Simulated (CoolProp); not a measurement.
Vapour-liquid equilibrium of n-butane (1) + cyclohexane (2) at 308.9 K; x and y are mole fractions of (1).

Values from CoolProp's multi-fluid Helmholtz-energy mixture model, Bücker 2006 and Zhou 2014; pair parameters Bell 2016.

```csv
x,bubble pressure (kPa),y at the bubble point,dew pressure at overall composition x (kPa),liquid density (mol/L)
0.05,32.09,0.383,21.72,9.122
0.125,51.73,0.646,23.42,9.192
0.2,73.89,0.773,25.41,9.258
0.275,?,0.845,27.77,9.321
0.35,122.9,0.889,30.63,9.380
0.425,?,0.919,34.14,9.434
0.5,173.7,0.939,?,9.484
0.575,198.7,0.954,44.34,9.529
0.65,223.1,0.966,52.19,9.567
0.725,247.0,0.975,63.50,9.599
0.8,270.6,?,81.27,?
0.875,294.3,0.990,113.5,9.637
0.95,318.6,0.996,190.9,9.641
```

### Question
Some entries are withheld; supply them.

### Answer

- 0.275, bubble pressure (kPa): 97.84
- 0.425, bubble pressure (kPa): 148.3
- 0.5, dew pressure at overall composition x (kPa): 38.57
- 0.8, y at the bubble point: 0.983
- 0.8, liquid density (mol/L): 9.623

No azeotrope shows between x = 0.05 and 0.95.

Pair parameters are fitted to limited data, so mixtures are less certain than the pure fluids.
